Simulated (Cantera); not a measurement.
Input (Python, Cantera) and output of one run.

```python
import numpy as np
import cantera as ct

gas_names = """
    C CH CH2 CH3 CH2OH CH3O CH4 CH3OH CO CO2 COOH C2 C2H CHCO,ketyl C2H2,acetylene C2H2,vinylidene
    CH2CO,ketene C2H3,vinyl CH3CO,acetyl C2H4 C2H4O,ethylen CH3CHO,ethanal CH3COOH (HCOOH)2 C2H5 C2H6
    CH3OCH3 C2H5OH C2O C3 C3H3,propargyl C3H4,allene C3H4,propyne C3H4,cyclo- C3H5,allyl C3H6,propylene
    C3H6,cyclo- C3H6O C3H7,n-propyl C3H7,i-propyl C3H8 C3H8O,1propanol C3H8O,2propanol C3O2 C4 C4H2
    C4H4,1,3-cyclo- C4H6,butadiene C4H6,2-butyne C4H6,cyclo- C4H8,1-butene C4H8,cis2-buten
    C4H8,tr2-butene C4H8,isobutene C4H8,cyclo- (CH3COOH)2 C4H9,n-butyl C4H9,i-butyl C4H9,s-butyl
    C4H9,t-butyl C4H10,isobutane C4H10,n-butane C5 C5H6,1,3cyclo- C5H8,cyclo- C5H10,1-pentene
    C5H10,cyclo- C5H11,pentyl C5H11,t-pentyl C5H12,n-pentane C5H12,i-pentane CH3C(CH3)2CH3 C6H2
    C6H5,phenyl C6H5O,phenoxy C6H6 C6H5OH,phenol C6H10,cyclo- C6H12,1-hexene C6H12,cyclo- C6H13,n-hexyl
    C7H7,benzyl C7H8 C7H8O,cresol C7H14,1-heptene C7H15,n-heptyl C7H16,n-heptane C8H8,styrene
    C8H10,ethylbenz C8H16,1-octene C8H17,n-octyl C8H18,isooctane C8H18,n-octane C9H19,n-nonyl
    C10H8,naphthale C10H21,n-decyl C12H9,o-bipheny C12H10,bipheny Fe FeC5O5 FeO Fe(OH)2 H HCO HO2 H2
    HCHO,formaldehy HCOOH H2O H2O2 O OH O2 O3
""".split()
cond_names = """
    C(gr) C6H6(L) C7H8(L) C8H18(L),n-octa Fe(a) Fe(c) Fe(d) Fe(L) FeC5O5(L) FeO(s) FeO(L) Fe(OH)2(s)
    Fe(OH)3(s) Fe2O3(s) Fe3O4(s) H2O(s) H2O(L)
""".split()


def load(file, names, dense=False):
    # The tables refer to 1 bar. Condensed volumes are neglected.
    table = {s.name: s for s in ct.Species.list_from_file(file)}
    out = []
    for n in names:
        d = dict(table[n].input_data)
        d["thermo"] = dict(d["thermo"], **{"reference-pressure": 1e5})
        if dense:
            d["equation-of-state"] = {"model": "constant-volume", "density": "1e6 g/cm^3"}
        out.append(ct.Species.from_dict(d))
    return out


gas = ct.Solution(thermo="ideal-gas", species=load("nasa_gas.yaml", gas_names))
cond = {s.name: ct.Solution(thermo="fixed-stoichiometry", species=[s], name=s.name)
        for s in load("nasa_condensed.yaml", cond_names, dense=True)}
atoms = {
    'Fe3O4': {'Fe': 3, 'O': 4},
    'CO': {'C': 1, 'O': 1},
    'CH4': {'C': 1, 'H': 4},
}
top_T = {'C(gr)': 4500, 'Fe2O3(s)': 1830, 'Fe3O4(s)': 1870}  # K; cautious upper limits of use, not melting points


def equilibrate(T, P, feed):
    n = {}
    for name, mol in feed.items():
        for a, k in atoms[name].items():
            n[a] = n.get(a, 0.0) + k * mol
    gas.TPX = T, P, n
    mass = sum(n.values()) * gas.mean_molecular_weight
    gas.equilibrate("TP")
    valid = [c for c in cond.values() if c.min_temp <= T <= top_T.get(c.name, c.max_temp)]
    mix = ct.Mixture([(gas, mass / gas.mean_molecular_weight)] + [(c, 0.0) for c in valid])
    mix.T, mix.P = T, P
    mix.equilibrate("TP", solver="vcs", rtol=1e-11, max_steps=5000)
    return mix


results = []
feed = {'Fe3O4': 1, 'CO': 7.2, 'CH4': 0.47}  # mol
T = 1973.15  # K
P = 133.322  # Pa
mix = equilibrate(T, P, feed)
results.append((T, P, feed, dict(zip(mix.species_names, mix.species_moles))))
x = sorted(zip(gas.X, gas.species_names), reverse=True)
print(f"T = {T:g} K  P = {P:g} Pa  gas = {mix.phase_moles(0):.4g} mol")
print("   x: " + "  ".join(f"{s} {v:.3e}" for v, s in x if v > 0.0001))
print("   condensed (mol): " + ("  ".join(f"{mix.phase(i).name} {mix.phase_moles(i):.4g}"
      for i in range(1, mix.n_phases) if mix.phase_moles(i) > 1e-12) or "none"))
```

Result:

```
T = 1973.15 K  P = 133.322 Pa  gas = 9.768 mol
   x: CO 6.614e-01  CO2 1.238e-01  Fe 1.122e-01  H2 4.988e-02  H2O 4.187e-02  H 8.262e-03  FeO 1.760e-03  OH 6.586e-04
   condensed (mol): FeO(L) 1.886
```

These are equilibrium values from Cantera (NASA tables, ideal gas, pure condensed phases), not measurements of a reactor. The tables' stoichiometric FeO is somewhat more stable than real wüstite, so its field is too wide. FeO: taken at fixed stoichiometry.
